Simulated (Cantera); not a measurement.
Gas mixture: NO : H2O = 0.69 : 0.25 (molar parts), at 0.0987 atm, frozen composition.

Cantera's kinetic-theory transport with the Lennard-Jones parameters of GRI-Mech 3.0, ideal gas; thermal conductivity in the mixture-averaged form. Polar gases are described roughly by these parameters. The composition is frozen, though it would react at the higher temperatures.

D: mixture-averaged diffusion coefficient of that species in the mixture.

```json
[
 {"T (K)": "400", "ρ (kg/m³)": "0.0806", "cp (J/kg/K)": "1160", "μ (µPa s)": "20.8", "λ (mW/m/K)": "33.6", "Pr": "0.718", "D (cm²/s) N2": "3.57", "D (cm²/s) CH3": "3.85", "D (cm²/s) NH3": "…"},
 {"T (K)": "650", "ρ (kg/m³)": "0.0496", "cp (J/kg/K)": "1232", "μ (µPa s)": "30.3", "λ (mW/m/K)": "52.6", "Pr": "0.708", "D (cm²/s) N2": "8.30", "D (cm²/s) CH3": "9.04", "D (cm²/s) NH3": "…"},
 {"T (K)": "900", "ρ (kg/m³)": "0.0358", "cp (J/kg/K)": "1311", "μ (µPa s)": "38.5", "λ (mW/m/K)": "71.7", "Pr": "0.704", "D (cm²/s) N2": "14.4", "D (cm²/s) CH3": "15.8", "D (cm²/s) NH3": "…"},
 {"T (K)": "1150", "ρ (kg/m³)": "0.0280", "cp (J/kg/K)": "1376", "μ (µPa s)": "46.0", "λ (mW/m/K)": "90.4", "Pr": "0.701", "D (cm²/s) N2": "21.8", "D (cm²/s) CH3": "23.9", "D (cm²/s) NH3": "…"},
 {"T (K)": "1400", "ρ (kg/m³)": "0.0230", "cp (J/kg/K)": "1428", "μ (µPa s)": "52.9", "λ (mW/m/K)": "108", "Pr": "0.698", "D (cm²/s) N2": "30.3", "D (cm²/s) CH3": "33.2", "D (cm²/s) NH3": "…"},
 {"T (K)": "1650", "ρ (kg/m³)": "0.0195", "cp (J/kg/K)": "1472", "μ (µPa s)": "59.4", "λ (mW/m/K)": "125", "Pr": "0.697", "D (cm²/s) N2": "39.8", "D (cm²/s) CH3": "43.7", "D (cm²/s) NH3": "…"}
]
```

Task: Some entries are withheld; supply them.

Result: 
- 400, D (cm²/s) NH3: 3.75
- 650, D (cm²/s) NH3: 9.34
- 900, D (cm²/s) NH3: 16.8
- 1150, D (cm²/s) NH3: 26.0
- 1400, D (cm²/s) NH3: 36.5
- 1650, D (cm²/s) NH3: 48.5
